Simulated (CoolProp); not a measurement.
Vapour-liquid equilibrium of CH2F2 (R32) (1) + propylene (2) at 254.4 K; x and y are mole fractions of (1).

The numbers come from the multi-fluid Helmholtz-energy mixture model, Tillner-Roth 1997 and Lemmon 2013; pair parameters Bell 2016 in CoolProp.

```json
[
 {"x": "0.05", "bubble pressure (kPa)": "372.9", "y at the bubble point": "0.172", "dew pressure at overall composition x (kPa)": "333.4", "liquid density (mol/L)": "13.80"},
 {"x": "0.15", "bubble pressure (kPa)": "448.5", "y at the bubble point": "0.357", "dew pressure at overall composition x (kPa)": "365.3", "liquid density (mol/L)": "14.22"},
 {"x": "0.25", "bubble pressure (kPa)": "?", "y at the bubble point": "0.455", "dew pressure at overall composition x (kPa)": "402.5", "liquid density (mol/L)": "14.68"},
 {"x": "0.35", "bubble pressure (kPa)": "521.0", "y at the bubble point": "0.516", "dew pressure at overall composition x (kPa)": "445.3", "liquid density (mol/L)": "15.22"},
 {"x": "0.45", "bubble pressure (kPa)": "535.6", "y at the bubble point": "0.560", "dew pressure at overall composition x (kPa)": "?", "liquid density (mol/L)": "?"},
 {"x": "0.55", "bubble pressure (kPa)": "?", "y at the bubble point": "0.595", "dew pressure at overall composition x (kPa)": "532.9", "liquid density (mol/L)": "16.54"},
 {"x": "0.65", "bubble pressure (kPa)": "543.7", "y at the bubble point": "0.630", "dew pressure at overall composition x (kPa)": "541.8", "liquid density (mol/L)": "17.37"},
 {"x": "0.75", "bubble pressure (kPa)": "537.7", "y at the bubble point": "0.673", "dew pressure at overall composition x (kPa)": "515.3", "liquid density (mol/L)": "18.33"},
 {"x": "0.85", "bubble pressure (kPa)": "518.6", "y at the bubble point": "0.740", "dew pressure at overall composition x (kPa)": "478.7", "liquid density (mol/L)": "19.45"},
 {"x": "0.95", "bubble pressure (kPa)": "470.5", "y at the bubble point": "0.872", "dew pressure at overall composition x (kPa)": "442.4", "liquid density (mol/L)": "20.74"}
]
```

Task: What belongs in the gaps?

Result: 
- 0.25, bubble pressure (kPa): 494.3
- 0.45, dew pressure at overall composition x (kPa): 491.9
- 0.45, liquid density (mol/L): 15.83
- 0.55, bubble pressure (kPa): 542.6

y crosses x between x = 0.55 and 0.65: the model has an azeotrope there.

The pair parameters rest on a limited set of measurements; away from them the model extrapolates.
